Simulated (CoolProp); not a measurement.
Vapour-liquid equilibrium of R227EA (1) + n-butane (2) at -15.05 °C; x and y are mole fractions of (1).

Values from CoolProp's multi-fluid Helmholtz-energy mixture model, Lemmon 2016 and Bücker 2006; pair parameters Bell 2016.

Question: Give the bubble pressure and the first vapour's composition at x = 0.05, 0.875, 0.95. Is there an azeotrope?

Answer: x = 0.05: 83.15 kPa, y = 0.346; x = 0.875: 122.6 kPa, y = 0.787; x = 0.95: 115.1 kPa, y = 0.891. y crosses x between x = 0.65 and 0.725: the model has an azeotrope there.

The pair parameters rest on a limited set of measurements; away from them the model extrapolates. With so large a gap from Raoult's law the liquid may split in two, which this calculation doesn't test in full.
